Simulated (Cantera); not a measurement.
Input: 1 mol SiC, 2.3 mol CO2, 15 mol N2, 0.009 mol H2O, at 1325 °C and 0.00900 Torr.

Method: chemical equilibrium by Gibbs-energy minimisation in Cantera with the NASA 1993 tables (ideal gas, pure condensed phases). Candidate condensed phases: C, C6H6, C7H8, C8H18, H2O, Si, SiC, SiO2, Si2N2O, Si3N4; 151 gas species. The tables hold silica as quartz up to 1696 K and as liquid above; real silica turns to tridymite and cristobalite and melts near 1996 K. Kinetics and transport are ignored.

Question: What is the equilibrium state?

Answer: 
```
Item                                       Result
--------------------------------------  ---------
x(N2)                                       0.787
x(CO)                                       0.170
x(SiO)                                     0.0392
x(CO2)                                    0.00294
x(H2)                                    0.000318
x(H)                                     0.000274
x(H2O)                                    1.65e-5
x(SiO2)                                   3.25e-6
n(SiO2(β-quartz))                       0.253 mol
gas amount                              19.06 mol
log10 activity of C(graphite) (absent)      -7.46
log10 activity of Si(s) (absent)            -7.54
```
